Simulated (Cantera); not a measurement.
## Thermodynamics of silicon carbide growth, feed (CH3)2SiCl2 + CH4 + H2 + HCl

Feed: 1 mol (CH3)2SiCl2, 0.04 mol CH4, 5.6 mol H2, 0.14 mol HCl, held at 0.133 bar.

These are equilibrium values from Cantera (NASA tables, ideal gas, pure condensed phases), not measurements of a reactor. Candidate condensed phases: C, C6H6, C7H8, C8H18, Si, SiC; 109 gas species. The feed counts by its element totals alone. The tables' values for SiCl, SiCl3 are old estimates; treat these amounts as uncertain. Gases not in the tables: Si2H6 and higher silanes. The numbers say what is thermodynamically allowed, not how fast it happens.

From 1948 K to 2448 K the condensed part is C(graphite) + SiC(s). The main Si-bearing gas is SiCl2 throughout. The share of Si in condensed phases is highest at 1948 K (93.8 %) and lowest at 2448 K (76.3 %).

| T (K) | x H2 | x HCl | x H | x SiCl2 | x Cl | x C2H2 (acetylene) | x Si | n C(graphite) | n SiC(s) |
|---|---|---|---|---|---|---|---|---|---|
| 1948 | 0.786 | 0.204 | 0.00274 | 0.00610 | 0.000535 | 0.000423 | 7.84e-6 | 1.09 | 0.938 |
| 1998 | 0.785 | 0.203 | 0.00389 | 0.00683 | 0.000748 | 0.000595 | 1.74e-5 | 1.10 | 0.931 |
| 2048 | 0.784 | 0.201 | 0.00543 | 0.00758 | 0.00103 | 0.000822 | 3.70e-5 | 1.10 | 0.923 |
| 2098 | 0.783 | 0.198 | 0.00746 | 0.00835 | 0.00139 | 0.00112 | 7.59e-5 | 1.10 | 0.914 |
| 2148 | 0.781 | 0.196 | 0.0101 | 0.00913 | 0.00185 | 0.00150 | 0.000151 | 1.10 | 0.905 |
| 2198 | 0.778 | 0.193 | 0.0135 | 0.00990 | 0.00243 | 0.00197 | 0.000289 | 1.11 | 0.894 |
| 2248 | 0.774 | 0.190 | 0.0177 | 0.0107 | 0.00315 | 0.00257 | 0.000540 | 1.11 | 0.881 |
| 2298 | 0.769 | 0.187 | 0.0230 | 0.0114 | 0.00403 | 0.00329 | 0.000980 | 1.11 | 0.865 |
| 2348 | 0.762 | 0.183 | 0.0295 | 0.0121 | 0.00508 | 0.00417 | 0.00173 | 1.11 | 0.843 |
| 2398 | 0.754 | 0.179 | 0.0375 | 0.0127 | 0.00634 | 0.00521 | 0.00300 | 1.11 | 0.811 |
| 2448 | 0.742 | 0.174 | 0.0470 | 0.0132 | 0.00781 | 0.00642 | 0.00506 | 1.11 | 0.763 |
x: gas mole fraction; n: condensed amount in mol.
